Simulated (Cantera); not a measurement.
A perfectly stirred reactor is fed with 41.7 % CH4, 58.3 % H2, at 101000 Pa; it is held at 1950 K, and followed from long to short residence time.

Detailed kinetics in Cantera: GRI-Mech 3.0 (53 species, 325 reactions). GRI-Mech 3.0 stops at C3 and has no aromatics, soot or wall deposition, so with more carbon than oxygen in the feed, carbon stays in small species such as C2H2 where larger ones or solid carbon would form.

### Question
Predict: x(CH4) at τ = 2.70 s; x(H2) at τ = 2.70 s; x(H) at τ = 2.70 s; x(C2H4) at τ = 2.70 s; x(CH2) at τ = 2.70 s; x(CH4) at τ = 51.0 ms; x(H2) at τ = 51.0 ms; x(H) at τ = 51.0 ms; x(C2H4) at τ = 51.0 ms; x(CH2) at τ = 51.0 ms.

### Answer
* **x(CH4) at τ = 2.70 s**: 0.00730
* **x(H2) at τ = 2.70 s**: 0.847
* **x(H) at τ = 2.70 s**: 0.00105
* **x(C2H4) at τ = 2.70 s**: 0.00110
* **x(CH2) at τ = 2.70 s**: 2.78e-7
* **x(CH4) at τ = 51.0 ms**: 0.0288
* **x(H2) at τ = 51.0 ms**: 0.833
* **x(H) at τ = 51.0 ms**: 0.00101
* **x(C2H4) at τ = 51.0 ms**: 0.00112
* **x(CH2) at τ = 51.0 ms**: 9.40e-7
